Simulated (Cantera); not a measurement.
# Moist CO burnout

An isothermal, constant-pressure homogeneous reactor starts with CO : O₂ : H₂O : N₂ = 0.0044 : 0.0036 : 0.0013 : 1 (molar parts), at 1400 K and 33000 Pa.

Model: GRI-Mech 3.0 (53 species, 325 reactions), integrated in Cantera.

```tsv
t (s)	x CO	x O₂	x H₂O	x CO₂	x H
4.00e-6	0.00436	0.00357	0.00129	1.52e-11	<1e-12
2.35e-5	0.00436	0.00357	0.00129	8.97e-11	<1e-12
0.000139	0.00436	0.00357	0.00129	5.32e-10	3.73e-12
0.000816	0.00436	0.00357	0.00129	3.58e-9	2.07e-10
0.00480	0.00436	0.00357	0.00129	1.53e-7	2.09e-8
0.0283	0.00177	0.00217	0.000823	0.00259	0.000630
0.167	0.000219	0.00148	0.00123	0.00415	3.80e-5
0.980	1.37e-5	0.00139	0.00128	0.00436	5.85e-7
5.77	9.80e-7	0.00139	0.00129	0.00437	1.33e-8
34.0	2.20e-7	0.00139	0.00129	0.00437	1.59e-9
200	2.01e-7	0.00139	0.00129	0.00437	1.41e-9
```
x: mole fraction; the columns are a selection and need not sum to one.

Equilibrium at this temperature and pressure: CO 2.04e-7, O₂ 0.00136, H₂O 0.00129, CO₂ 0.00437, H 1.42e-9 (gas phase only).
